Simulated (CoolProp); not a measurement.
Vapour-liquid equilibrium of R143a (1) + isobutene (2) at 4.55 °C; x and y are mole fractions of (1).

Model: multi-fluid Helmholtz-energy mixture model, Lemmon and Jacobsen 2000 and Lemmon 2005; pair parameters Bell 2016, in CoolProp.

```tsv
x	bubble pressure, mixture model (MPa)	bubble pressure, Raoult's law (MPa)	y, mixture model	y, Raoult's law
0.05	0.2253	0.1837	0.324	0.194
0.125	0.3078	0.2254	0.525	0.395
0.2	0.3712	0.2672	0.623	0.533
0.275	0.4212	0.3089	0.682	0.634
0.35	0.4621	0.3506	0.725	0.711
0.425	0.4970	0.3923	0.758	0.772
0.5	0.5281	0.4341	0.787	0.820
0.575	0.5570	0.4758	0.814	0.861
0.65	0.5849	0.5175	0.841	0.895
0.725	0.6123	0.5592	0.869	0.923
0.8	0.6396	0.6010	0.900	0.948
0.875	0.6670	0.6427	0.933	0.970
0.95	0.6943	0.6844	0.971	0.989
```

The largest gap from Raoult's law is +38.9 % in bubble pressure, at x = 0.2. No azeotrope shows between x = 0.05 and 0.95.

The pair parameters rest on a limited set of measurements; away from them the model extrapolates.
